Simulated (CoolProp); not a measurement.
Vapour-liquid equilibrium of R1234yf (1) + R152A (2) at 0.0728 MPa; x and y are mole fractions of (1).

Model: multi-fluid Helmholtz-energy mixture model, Lemmon 2022 and Outcalt 1996; pair parameters Bell 2023, in CoolProp.

| x | bubble temperature (°C) | y at the bubble point | dew temperature at overall composition x (°C) | liquid density (mol/L) |
|---|---|---|---|---|
| 0.05 | -32.1 | 0.086 | -31.7 | 15.25 |
| 0.125 | -33.1 | 0.192 | -32.5 | 14.83 |
| 0.2 | -33.9 | 0.281 | -33.2 | 14.44 |
| 0.275 | -34.6 | 0.357 | -33.9 | 14.06 |
| 0.35 | -35.1 | 0.427 | -34.5 | 13.70 |
| 0.425 | -35.5 | 0.492 | -35.1 | 13.36 |
| 0.5 | -35.8 | 0.555 | -35.5 | 13.04 |
| 0.575 | -36.1 | 0.617 | -35.9 | 12.73 |
| 0.65 | -36.3 | 0.679 | -36.2 | 12.44 |
| 0.725 | -36.5 | 0.744 | -36.4 | 12.17 |
| 0.8 | -36.6 | 0.810 | -36.6 | 11.90 |
| 0.875 | -36.7 | 0.879 | -36.7 | 11.65 |
| 0.95 | -36.7 | 0.951 | -36.7 | 11.41 |

No azeotrope shows between x = 0.05 and 0.95.

Pair parameters are fitted to limited data, so mixtures are less certain than the pure fluids.
